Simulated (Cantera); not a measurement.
## Silicon etching in halogen gases: Si + HBr + H2

Input: 1 mol Si, a varied amount of HBr, 32 mol H2, at 37.0 Pa.

Equilibrium computed with Cantera from the NASA thermochemical tables; the gas is ideal and each condensed phase is pure. Candidate condensed phases: Br2, Si; 19 gas species. The tables' values for SiBr3 are old estimates. Kinetics and transport are ignored.

**Question.** Map the stable condensed phases over T = 550, 575, 600, 625, 650, 675, 700, 725, 750, 775, 800, 825, 850 °C and n(HBr) in mol = 3.2, 3.7, 4.2, 4.9, 5.6, 6.4, 7.4, 8.5, 9.8, 11, 13, 15, 17.

**Answer.** 
```
T in °C \ n(HBr) in mol
         3.2 3.7 4.2 4.9 5.6 6.4 7.4 8.5 9.8  11  13  15  17
    850    A   A   A   A   A   A   B   B   B   B   B   B   B
    825    A   A   A   A   A   A   B   B   B   B   B   B   B
    800    A   A   A   A   A   A   B   B   B   B   B   B   B
    775    A   A   A   A   A   A   B   B   B   B   B   B   B
    750    A   A   A   A   A   A   B   B   B   B   B   B   B
    725    A   A   A   A   A   A   B   B   B   B   B   B   B
    700    A   A   A   A   A   A   B   B   B   B   B   B   B
    675    A   A   A   A   A   B   B   B   B   B   B   B   B
    650    A   A   A   A   A   B   B   B   B   B   B   B   B
    625    A   A   A   A   B   B   B   B   B   B   B   B   B
    600    A   A   A   A   B   B   B   B   B   B   B   B   B
    575    A   A   A   A   B   B   B   B   B   B   B   B   B
    550    A   A   A   B   B   B   B   B   B   B   B   B   B
```
A: Si; B: gas only.
